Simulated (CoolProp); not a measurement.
Saturation properties of cis-2-butene.

Values from CoolProp's reference Helmholtz-energy equation of state, Lemmon 2005. It is a short technical equation, of lower accuracy than the large ones.

```tsv
T (°C)	p (MPa)	liquid density (kg/m³)	liquid cp (kJ/(kg K))	surface tension (mN/m)
39.35	0.3313	598.0	2.315	12.2
48.25	___	586.7	2.363	11.1
57.15	0.5385	575.0	2.415	10.1
66.05	0.6725	___	2.474	9.03
74.95	0.8297	550.1	___	8.00
83.85	___	___	2.613	___
92.65	1.221	522.6	2.697	6.04
101.55	1.463	507.5	2.799	5.10
```

**Question.** What belongs in the gaps?

**Answer.** 
- 48.25, p (MPa): 0.4255
- 66.05, liquid density (kg/m³): 562.8
- 74.95, liquid cp (kJ/(kg K)): 2.539
- 83.85, p (MPa): 1.013
- 83.85, liquid density (kg/m³): 536.7
- 83.85, surface tension (mN/m): 7.00

It boils at 3.7 °C under 1 atm.

Surface tension comes from a separate correlation (Mulero 2014).
